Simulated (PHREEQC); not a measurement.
Solution (66 °C): 1.3 mmol/kgw Zn(NO3)2 and 0.046 mmol/kgw K2SO4. Closed to the air; pH follows from the charge balance.

Model: ion-association model, phreeqc.dat, run in PHREEQC.

Problem. The ionic strength comes out as 0.00400 mol/kgw. What activity coefficients do K+, NO3-, H+, Zn+2, SO4-2 get?

Solution. K+ 0.93, NO3- 0.93, H+ 0.94, Zn+2 0.75, SO4-2 0.75.

Precipitation was switched off in this run. Away from 25 °C the constants follow the database's enthalpies or fits; those with neither stay at their 25 °C values.
